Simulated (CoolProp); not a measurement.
Computed with CoolProp (reference Helmholtz-energy equation of state, Gao 2022).

### Question
Give the vapour pressure (kPa), liquid density (kg/m³), vapour density (kg/m³), enthalpy of vaporisation (kJ/kg) of saturated n-perfluorohexane at -13.45, 17.75, 33.25 °C.

### Answer
```csv
T (°C),p (kPa),liquid density (kg/m³),vapour density (kg/m³),enthalpy of vaporisation (kJ/kg)
-13.45,3.94,1780,0.621,103
17.75,21.2,1700,3.02,95.0
33.25,41.7,1650,5.72,91.0
```
